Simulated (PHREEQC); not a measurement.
Solution (25 °C): 0.21 mol/kgw HF, 0.069 mol/kgw (CH3)4NF, 0.0011 mol/kgw H2SiF6 and 0.0014 mol/kgw H2SO4. Closed to the air; pH follows from the charge balance.

All values are PHREEQC results (ion-association model, wateq4f.dat), not measurements.

Precipitation was switched off in this run.

Question: What pH does the model give?

Answer: pH 2.65.

Question: In which forms is S present?

Answer: SO4-2 90 %, HSO4- 10 % of the S.

(CH3)4N+ isn't in the database: it is added as a free cation with an ion size of 4 Å. wateq4f.dat counts part of the HF as a dimer, H2F2, which phreeqc.dat doesn't know; its constant is uncertain. SiF6-2 is the database's only silicon fluoride.
